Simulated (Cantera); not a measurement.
Input: 1 mol Zr, 0.19 mol O2, 32 mol N2, at 2000 K and 0.310 Pa.

These are equilibrium values from Cantera (NASA tables, ideal gas, pure condensed phases), not measurements of a reactor. Candidate condensed phases: Zr, ZrN, ZrO2; 13 gas species. Mutual solubility and eutectic melting of coexisting phases are not modelled. ZrN: taken at fixed stoichiometry. Condensed phases not in the tables: solid solutions among these carbides, nitrides and lower oxides. Kinetics and transport are ignored.

What is the equilibrium state?


```json
{
 "x(N2)": "0.998",
 "x(ZrO)": "0.00167",
 "x(ZrO2)": "1.07e-5",
 "x(Zr)": "7.92e-6",
 "n(ZrN(s))": "0.783 mol",
 "n(ZrO2(tetragonal))": "0.163 mol",
 "gas_amount": "31.66 mol",
 "log10 activity of Zr(β) (absent)": "-2.00"
}
```
